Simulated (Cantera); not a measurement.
A perfectly stirred reactor is fed with CO : H₂ : O₂ : N₂ = 1 : 0.094 : 1.16 : 4.38 (molar parts), equivalence ratio 0.47, at 750 Torr; it is adiabatic with a 550 K inlet, and is followed from long to short residence time, starting on the burning branch (τ in s: 0.044, 0.019, 0.008, 0.0034, 0.0015, 0.00062, 0.00026, 0.00011, 4.8e-05).

Computed with Cantera and GRI-Mech 3.0 (53 species, 325 reactions).

Problem. Predict: blow-out, bracketed by the residence times tried; x(CO) at τ = 44.0 ms; x(H₂) at τ = 44.0 ms; x(O₂) at τ = 44.0 ms; x(HO₂) at τ = 44.0 ms; x(H₂O₂) at τ = 44.0 ms; x(CO) at τ = 1.50 ms; x(H₂) at τ = 1.50 ms; x(O₂) at τ = 1.50 ms; x(HO₂) at τ = 1.50 ms; x(H₂O₂) at τ = 1.50 ms.

Solution. 
```
Property                                                                        Result
------------------------------------------------  ------------------------------------
blow-out, bracketed by the residence times tried  burning at 0.620 ms, out at 0.260 ms
x(CO) at τ = 44.0 ms                                                           0.00469
x(H₂) at τ = 44.0 ms                                                           9.16e-5
x(O₂) at τ = 44.0 ms                                                             0.102
x(HO₂) at τ = 44.0 ms                                                          2.23e-6
x(H₂O₂) at τ = 44.0 ms                                                         4.04e-8
x(CO) at τ = 1.50 ms                                                            0.0269
x(H₂) at τ = 1.50 ms                                                          0.000473
x(O₂) at τ = 1.50 ms                                                             0.108
x(HO₂) at τ = 1.50 ms                                                          1.26e-5
x(H₂O₂) at τ = 1.50 ms                                                         2.54e-7
```
